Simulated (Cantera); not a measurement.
Charge: 1 mol Zr, 0.46 mol O₂, 1.2 mol N₂, equilibrated at 10000 Pa.

Method: chemical equilibrium by Gibbs-energy minimisation in Cantera with the NASA 1993 tables (ideal gas, pure condensed phases). Candidate condensed phases: Zr, ZrN, ZrO₂; 13 gas species. Mutual solubility and eutectic melting of coexisting phases are not modelled. ZrN: taken at fixed stoichiometry. Condensed phases not in the tables: solid solutions among these carbides, nitrides and lower oxides. The numbers say what is thermodynamically allowed, not how fast it happens.

x: gas mole fraction; n: condensed amount in mol.

```json
[
 {"T (°C)": "800", "x N₂": "1.00", "x ZrO": "<1e-12", "x ZrO₂": "<1e-12", "x N": "<1e-12", "x NO": "<1e-12", "x O": "<1e-12", "x Zr": "<1e-12", "n ZrN(s)": "0.540", "n ZrO₂(monoclinic)": "0.460", "n ZrO₂(tetragonal)": "0"},
 {"T (°C)": "1000", "x N₂": "1.00", "x ZrO": "<1e-12", "x ZrO₂": "<1e-12", "x N": "<1e-12", "x NO": "<1e-12", "x O": "<1e-12", "x Zr": "<1e-12", "n ZrN(s)": "0.540", "n ZrO₂(monoclinic)": "0.460", "n ZrO₂(tetragonal)": "0"},
 {"T (°C)": "1200", "x N₂": "1.00", "x ZrO": "<1e-12", "x ZrO₂": "<1e-12", "x N": "<1e-12", "x NO": "<1e-12", "x O": "<1e-12", "x Zr": "<1e-12", "n ZrN(s)": "0.540", "n ZrO₂(monoclinic)": "0.460", "n ZrO₂(tetragonal)": "0"},
 {"T (°C)": "1400", "x N₂": "1.00", "x ZrO": "<1e-12", "x ZrO₂": "<1e-12", "x N": "___", "x NO": "1.20e-11", "x O": "<1e-12", "x Zr": "<1e-12", "n ZrN(s)": "0.540", "n ZrO₂(monoclinic)": "0", "n ZrO₂(tetragonal)": "0.460"},
 {"T (°C)": "1600", "x N₂": "1.00", "x ZrO": "1.52e-10", "x ZrO₂": "1.40e-11", "x N": "___", "x NO": "3.88e-10", "x O": "2.24e-11", "x Zr": "<1e-12", "n ZrN(s)": "0.540", "n ZrO₂(monoclinic)": "0", "n ZrO₂(tetragonal)": "0.460"},
 {"T (°C)": "1800", "x N₂": "1.00", "x ZrO": "2.06e-8", "x ZrO₂": "1.71e-9", "x N": "___", "x NO": "6.42e-9", "x O": "1.02e-9", "x Zr": "1.04e-11", "n ZrN(s)": "0.540", "n ZrO₂(monoclinic)": "0", "n ZrO₂(tetragonal)": "0.460"},
 {"T (°C)": "2000", "x N₂": "1.000", "x ZrO": "1.16e-6", "x ZrO₂": "8.78e-8", "x N": "___", "x NO": "6.50e-8", "x O": "2.39e-8", "x Zr": "1.37e-9", "n ZrN(s)": "0.540", "n ZrO₂(monoclinic)": "0", "n ZrO₂(tetragonal)": "0.460"},
 {"T (°C)": "2200", "x N₂": "1.000", "x ZrO": "3.32e-5", "x ZrO₂": "2.35e-6", "x N": "___", "x NO": "4.54e-7", "x O": "3.38e-7", "x Zr": "8.12e-8", "n ZrN(s)": "0.540", "n ZrO₂(monoclinic)": "0", "n ZrO₂(tetragonal)": "0.460"}
]
```

Problem. Fill in the missing entries.

Solution. 
- 1400, x N: 1.02e-11
- 1600, x N: 4.03e-10
- 1800, x N: 7.89e-9
- 2000, x N: 9.16e-8
- 2200, x N: 7.18e-7
